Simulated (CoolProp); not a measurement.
Properties of C2F6 (R116) at several states.

Values from CoolProp's reference Helmholtz-energy equation of state, Lemmon 2006. It is a short technical equation, of lower accuracy than the large ones.

```csv
T (°C),p (kPa),phase,Z,Prandtl number,fugacity coefficient
31.85,5350,supercritical,___,___,___
-73.45,238,liquid,___,___,___
96.15,30.6,gas,0.9985,___,0.9985
```

**Question.** Fill in the missing entries.

**Answer.** 
- 31.85, Z: 0.3148
- 31.85, Prandtl number: 2.93
- 31.85, fugacity coefficient: 0.5093
- -73.45, Z: 0.01248
- -73.45, Prandtl number: 5.00
- -73.45, fugacity coefficient: 0.5182
- 96.15, Prandtl number: 0.741

Viscosity comes from a separate model (Huber 2003), an estimate that may be off by 10 % or more. Thermal conductivity comes from a separate model (Huber 2003), an estimate that may be off by 10 % or more.
